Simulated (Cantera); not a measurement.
Stirred combustor or abatement burner

A perfectly stirred reactor is fed with 10.6 % CH4, 19.3 % O2, 67.5 % N2, 2.55 % H2O, at 1.60 bar; it is adiabatic with a 800 K inlet, and is followed from long to short residence time, starting on the burning branch (τ in s: 0.05, 0.021, 0.0091, 0.0039, 0.0017, 0.00071, 0.0003, 0.00013, 5.6e-05, 2.4e-05, 1e-05).

Model: GRI-Mech 3.0 (53 species, 325 reactions), integrated in Cantera.

```tsv
τ (s)	T (K)	x CH4	x O2	x H2O	x CO	x CO2	x C2H2
0.050	2495	1.93e-6	0.00392	0.210	0.0337	0.0693	2.97e-10
0.021	2490	4.35e-6	0.00426	0.209	0.0340	0.0690	1.28e-9
0.0091	2480	9.12e-6	0.00486	0.208	0.0345	0.0684	4.77e-9
0.0039	2459	1.84e-5	0.00590	0.206	0.0356	0.0671	1.55e-8
0.0017	2426	3.53e-5	0.00744	0.203	0.0372	0.0652	4.18e-8
0.00071	2376	6.89e-5	0.00966	0.199	0.0395	0.0624	1.08e-7
0.00030	2313	0.000137	0.0124	0.194	0.0423	0.0590	2.79e-7
0.00013	2246	0.000283	0.0157	0.189	0.0455	0.0551	8.14e-7
5.6e-5	2174	0.000658	0.0205	0.185	0.0500	0.0494	3.13e-6
2.4e-5	2076	0.00209	0.0313	0.180	0.0589	0.0377	2.36e-5
1.0e-5	800	0.106	0.193	0.0255	<1e-12	<1e-12	<1e-12
```
x: mole fraction; the columns are a selection and need not sum to one.
